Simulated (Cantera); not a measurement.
Charge: 1 mol Si, a varied amount of HCl, 7.3 mol H2, at 1325 K and 310000 Pa.

Cantera equilibrium calculation (NASA polynomials, part measured and part estimated; ideal gas, pure solids and liquids). Candidate condensed phases: Si; 19 gas species. The tables' values for SiCl3 are old estimates; treat these amounts as uncertain. Equilibrium is a limit: real reactors are often held back by kinetics, nucleation or transport.

Problem. At 1.3 mol HCl, list the 4 most abundant gas species with their mole fractions, and the condensed phases.

Solution. H2 0.922, HCl 0.0408, SiHCl3 0.0140, SiCl4 0.0121. Condensed: Si(s).
